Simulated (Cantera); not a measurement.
Cantera run:

```python
import numpy as np
import cantera as ct

gas_names = """
    Ca CaCL CaCL2 Ca2 CL CL2 H HCL H2 N NH NH2 NH3 N2 N2H2 N2H4
""".split()
cond_names = """
    Ca(a) Ca(b) Ca(L) CaCL2(s) CaCL2(L) NH4CL(a) NH4CL(b)
""".split()


# ... load() reads the species with a 1 bar reference pressure and builds the phases ...
atoms = {
    'CaCl2': {'Ca': 1, 'CL': 2},
    'HCl': {'H': 1, 'CL': 1},
    'N2': {'N': 2},
}
top_T = {}  # K; cautious upper limits of use, not melting points


# ... equilibrate(T, P, feed) seeds the gas with the atoms and calls Mixture.equilibrate('TP', solver="vcs", rtol=1e-11, max_steps=5000) ...
results = []
feed = {'CaCl2': 1, 'HCl': 0.057, 'N2': 0.29}  # mol
P = 2.1  # Pa
for T in [1375, 1425, 1475, 1525, 1575, 1625, 1675, 1725, 1775, 1825, 1875]:
    mix = equilibrate(T, P, feed)
    results.append((T, P, feed, dict(zip(mix.species_names, mix.species_moles))))

top = {s: max(r[3][s] / sum(r[3][g] for g in gas_names) for r in results) for s in gas_names}
cols = sorted((s for s in top if top[s] > 0.001), key=lambda s: -top[s])[:8]
seen = [c for c in cond_names if any(r[3].get(c, 0) > 1e-12 for r in results)]
print("log10 of partial pressures in bar; condensed amounts in mol")
print(f"{'T/K':>10s}" + "".join(f"{s[:9]:>10s}" for s in cols + seen))
for T, P, feed, n in results:
    ng = sum(n[g] for g in gas_names)
    print(f"{T:10.4g}" + "".join(f"{np.log10(max(n[s] / ng * P / 1e5, 1e-99)):10.3f}" for s in cols)
          + "".join(f"{n.get(c, 0):10.4g}" for c in seen))
```

It prints:

```
log10 of partial pressures in bar; condensed amounts in mol
       T/K     CaCL2        N2        CL       HCL      CaCL         H        H2        Ca
      1375    -4.807    -5.345    -7.636    -6.063    -9.702    -9.439    -7.948   -13.052
      1425    -4.808    -5.345    -7.442    -6.069    -9.248    -9.047    -7.761   -12.246
      1475    -4.808    -5.345    -7.261    -6.079    -8.825    -8.683    -7.592   -11.493
      1525    -4.808    -5.346    -7.093    -6.092    -8.430    -8.346    -7.441   -10.790
      1575    -4.809    -5.346    -6.935    -6.109    -8.060    -8.036    -7.310   -10.131
      1625    -4.810    -5.347    -6.786    -6.130    -7.715    -7.752    -7.200    -9.516
      1675    -4.811    -5.348    -6.642    -6.157    -7.395    -7.493    -7.115    -8.945
      1725    -4.814    -5.350    -6.500    -6.187    -7.101    -7.261    -7.059    -8.421
      1775    -4.819    -5.352    -6.356    -6.221    -6.836    -7.056    -7.035    -7.949
      1825    -4.826    -5.356    -6.207    -6.256    -6.601    -6.879    -7.046    -7.532
      1875    -4.838    -5.362    -6.053    -6.295    -6.396    -6.730    -7.093    -7.167
```

Method: chemical equilibrium by Gibbs-energy minimisation in Cantera with the NASA 1993 tables (ideal gas, pure condensed phases).
